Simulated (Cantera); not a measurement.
# Si + H₂O + H₂ (thermal oxidation and active oxidation of silicon)

A closed system holds: 1 mol Si, 2.8 mol H₂O, 2.5 mol H₂, at 6.30 bar.

Method: chemical equilibrium by Gibbs-energy minimisation in Cantera with the NASA 1993 tables (ideal gas, pure condensed phases). Candidate condensed phases: H₂O, Si, SiO₂; 18 gas species. The tables hold silica as quartz up to 1696 K and as liquid above; real silica turns to tridymite and cristobalite and melts near 1996 K. Gases not in the tables: Si(OH)₄. Equilibrium is a limit: real reactors are often held back by kinetics, nucleation or transport.

```tsv
T (K)	x H₂	x H₂O	x H	x SiO	x OH	x SiO₂	x O	x O₂	n SiO₂(β-quartz)	n SiO₂(condensed)	n SiO₂(l)
998	0.849	0.151	7.90e-10	<1e-12	<1e-12	<1e-12	<1e-12	<1e-12	1.00	0	0
1198	0.849	0.151	6.98e-8	<1e-12	9.80e-11	<1e-12	<1e-12	<1e-12	1.00	0	0
1398	0.849	0.151	1.74e-6	6.42e-11	6.09e-9	<1e-12	<1e-12	<1e-12	1.00	0	0
1598	0.849	0.151	1.95e-5	2.18e-8	1.35e-7	6.19e-12	2.59e-12	<1e-12	1.00	0	0
1798	0.849	0.151	0.000129	1.88e-6	1.51e-6	8.28e-10	1.78e-10	1.40e-11	0	1.000	0
1998	0.848	0.151	0.000589	6.23e-5	1.04e-5	3.92e-8	5.29e-9	4.06e-10	0	0	1.000
2198	0.845	0.152	0.00204	0.00104	5.09e-5	8.94e-7	8.57e-8	6.48e-9	0	0	0.994
```
x: gas mole fraction; n: condensed amount in mol.

From 998 K to 1598 K the condensed part is SiO₂(β-quartz). At 1798 K the condensed part is SiO₂(condensed). From 1998 K to 2198 K the condensed part is SiO₂(l).
